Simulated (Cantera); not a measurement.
Feed: 1 mol CCl4, a varied amount of H2, at 1498 K and 293 Torr.

These are equilibrium values from Cantera (NASA tables, ideal gas, pure condensed phases), not measurements of a reactor. Candidate condensed phases: C, C6H6, C7H8, C8H18; 91 gas species. Rates play no part.

x: gas mole fraction; n: condensed amount in mol.

```
n(H2) (mol)  x HCl    x Cl2     x H2     x Cl     x CH4  x CCl4       x H  n C(graphite)
-----------  -----  -------  -------  -------  --------  ------  --------  -------------
0.14         0.125    0.792  1.15e-9   0.0822    <1e-12       ?  9.33e-10          1.000
0.21         0.183    0.738  2.61e-9   0.0793    <1e-12       ?   1.41e-9          1.000
0.31         0.258    0.666  5.79e-9   0.0753    <1e-12       ?   2.09e-9          1.000
0.47         0.367    0.563  1.39e-8   0.0693    <1e-12       ?   3.24e-9          1.000
0.71         0.508    0.431  3.46e-8   0.0606    <1e-12       ?   5.12e-9          1.000
1.1          0.693    0.260  1.07e-7   0.0471    <1e-12       ?   8.99e-9          1.000
1.6          0.876   0.0953  4.66e-7   0.0285    <1e-12       ?   1.88e-8          1.000
2.4          0.909  5.25e-7   0.0909  6.69e-5   8.37e-6  <1e-12   8.30e-6          1.000
3.7          0.702  9.55e-8    0.298  2.85e-5   8.99e-5  <1e-12   1.50e-5          0.999
5.5          0.533  3.53e-8    0.466  1.73e-5  0.000220  <1e-12   1.88e-5          0.998
```

Question: Some entries are withheld; supply them.

Answer: 
- 0.14, x CCl4: 5.03e-5
- 0.21, x CCl4: 4.37e-5
- 0.31, x CCl4: 3.56e-5
- 0.47, x CCl4: 2.54e-5
- 0.71, x CCl4: 1.49e-5
- 1.1, x CCl4: 5.42e-6
- 1.6, x CCl4: 7.28e-7
